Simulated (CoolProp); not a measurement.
Values from CoolProp's reference Helmholtz-energy equation of state, Gao 2022.

**Question.** For n-perfluorohexane, give the phase and the Z, cv (kJ/(kg K)), Joule-Thomson coefficient (K/MPa), fugacity coefficient at 332.6 K and 2.5 MPa; 370.7 K and 2.5 MPa; 377 K and 2.5 MPa.

**Answer.** 
- 332.6 K and 2.5 MPa: liquid; Z 0.193, cv 0.898, Joule-Thomson coefficient -0.209, fugacity coefficient 0.0495
- 370.7 K and 2.5 MPa: liquid; Z 0.188, cv 0.945, Joule-Thomson coefficient -0.0527, fugacity coefficient 0.137
- 377 K and 2.5 MPa: liquid; Z 0.187, cv 0.952, Joule-Thomson coefficient -0.0131, fugacity coefficient 0.157
